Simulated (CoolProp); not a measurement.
A simple Rankine cycle with R114: condensing at 304.15 K, boiler at 1.14 MPa, turbine inlet 499 K, turbine efficiency 0.8, pump efficiency 0.7, no recuperator. Each further row changes one setting.

Computed with CoolProp (reference Helmholtz-energy equation of state, Platzer 1990). This equation is an older, rougher fit; its heat capacities, sound speeds and derivatives of the liquid may be far off and weren't checked against measurements.

```
case                             thermal efficiency (%)  net work (kJ/kg)  heat in (kJ/kg)  turbine exit temperature (K)  volume ratio over the turbine
-------------------------------  ----------------------  ----------------  ---------------  ----------------------------  -----------------------------
as stated                                           9.2              25.5              276                         462.7                           4.29
condensing temperature 296.15 K                    10.5              29.9              284                         457.1                           5.48
boiler pressure 0.798 MPa                           7.2              19.9              278                         471.9                           3.00
turbine efficiency 0.7                              8.1              22.2              276                         466.6                           4.33
```
